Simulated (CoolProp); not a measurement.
Vapour-liquid equilibrium of propane (1) + neopentane (2) at 300 K; x and y are mole fractions of (1).

Computed with CoolProp (multi-fluid Helmholtz-energy mixture model, Lemmon 2009 and Lemmon 2006; pair parameters Bell 2016).

Give the bubble pressure and the first vapour's composition at x = 0.35, 0.8, 0.95. Is there an azeotrope?

x = 0.35: 342.2 kPa, y = 0.643; x = 0.8: 755.8 kPa, y = 0.961; x = 0.95: 939.4 kPa, y = 0.993. No azeotrope shows between x = 0.05 and 0.95.

Pair parameters are fitted to limited data, so mixtures are less certain than the pure fluids.
